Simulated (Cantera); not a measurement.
Input (Python, Cantera) and output of one run.

```python
import numpy as np
import cantera as ct

gas_names = """
    H HO2 H2 H2O H2O2 O OH O2 O3 Pb PbO Pb2
""".split()
cond_names = """
    H2O(s) H2O(L) Pb(cr) Pb(L) PbO(rd) PbO(yw) PbO(L) PbO2(s) Pb3O4(s)
""".split()


# ... load() reads the species with a 1 bar reference pressure and builds the phases ...
atoms = {
    'PbO': {'Pb': 1, 'O': 1},
    'O2': {'O': 2},
    'H2': {'H': 2},
}
top_T = {'Pb3O4(s)': 820}  # K; cautious upper limits of use, not melting points


# ... equilibrate(T, P, feed) seeds the gas with the atoms and calls Mixture.equilibrate('TP', solver="vcs", rtol=1e-11, max_steps=5000) ...
results = []
feed = {'PbO': 1, 'O2': 0.49, 'H2': 0.58}  # mol
T = 1023  # K
P = 96  # Pa
mix = equilibrate(T, P, feed)
results.append((T, P, feed, dict(zip(mix.species_names, mix.species_moles))))
x = sorted(zip(gas.X, gas.species_names), reverse=True)
print(f"T = {T:g} K  P = {P:g} Pa  gas = {mix.phase_moles(0):.4g} mol")
print("   x: " + "  ".join(f"{s} {v:.3e}" for v, s in x if v > 0.001))
print("   condensed (mol): " + ("  ".join(f"{mix.phase(i).name} {mix.phase_moles(i):.4g}"
      for i in range(1, mix.n_phases) if mix.phase_moles(i) > 1e-12) or "none"))
```

Output:

```
T = 1023 K  P = 96 Pa  gas = 0.7805 mol
   x: H2O 7.431e-01  O2 2.562e-01
   condensed (mol): PbO(yw) 0.9995
```

Equilibrium computed with Cantera from the NASA thermochemical tables; the gas is ideal and each condensed phase is pure.
